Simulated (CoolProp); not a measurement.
Properties of R1234ze(E) along the isobar 4.91 MPa.

Values from CoolProp's reference Helmholtz-energy equation of state, Thol 2016.

```json
[
 {"T (°C)": "50.75", "phase": "liquid", "Z": "0.1888", "cp (kJ/(kg K))": "1.429", "speed of sound (m/s)": "472.7", "viscosity (µPa s)": "152", "conductivity (mW/(m K))": "69.2"},
 {"T (°C)": "62.75", "phase": "liquid", "Z": "0.1897", "cp (kJ/(kg K))": "1.478", "speed of sound (m/s)": "421.8", "viscosity (µPa s)": "132", "conductivity (mW/(m K))": "65.7"},
 {"T (°C)": "74.75", "phase": "liquid", "Z": "0.1921", "cp (kJ/(kg K))": "1.543", "speed of sound (m/s)": "368.9", "viscosity (µPa s)": "114", "conductivity (mW/(m K))": "62.2"},
 {"T (°C)": "86.75", "phase": "liquid", "Z": "0.1969", "cp (kJ/(kg K))": "1.638", "speed of sound (m/s)": "313.2", "viscosity (µPa s)": "98.1", "conductivity (mW/(m K))": "58.8"},
 {"T (°C)": "98.75", "phase": "liquid", "Z": "0.2058", "cp (kJ/(kg K))": "1.801", "speed of sound (m/s)": "253.6", "viscosity (µPa s)": "?", "conductivity (mW/(m K))": "55.4"},
 {"T (°C)": "110.75", "phase": "supercritical", "Z": "0.2244", "cp (kJ/(kg K))": "2.184", "speed of sound (m/s)": "187.7", "viscosity (µPa s)": "67.4", "conductivity (mW/(m K))": "51.8"},
 {"T (°C)": "122.85", "phase": "supercritical", "Z": "?", "cp (kJ/(kg K))": "3.922", "speed of sound (m/s)": "116.2", "viscosity (µPa s)": "46.0", "conductivity (mW/(m K))": "48.8"},
 {"T (°C)": "134.85", "phase": "supercritical", "Z": "0.4650", "cp (kJ/(kg K))": "2.678", "speed of sound (m/s)": "109.8", "viscosity (µPa s)": "27.2", "conductivity (mW/(m K))": "39.7"},
 {"T (°C)": "146.85", "phase": "supercritical", "Z": "0.5706", "cp (kJ/(kg K))": "1.868", "speed of sound (m/s)": "122.7", "viscosity (µPa s)": "?", "conductivity (mW/(m K))": "35.4"}
]
```

Question: Fill in the missing entries.

Answer: 
- 98.75, viscosity (µPa s): 82.8
- 122.85, Z: 0.2887
- 146.85, viscosity (µPa s): 23.5

The peak of cp marks the crossing from liquid-like to gas-like fluid above the critical point.

Viscosity comes from a separate model (Bell 2016), an estimate that may be off by 10 % or more. Thermal conductivity comes from a separate model (Perkins 2011).
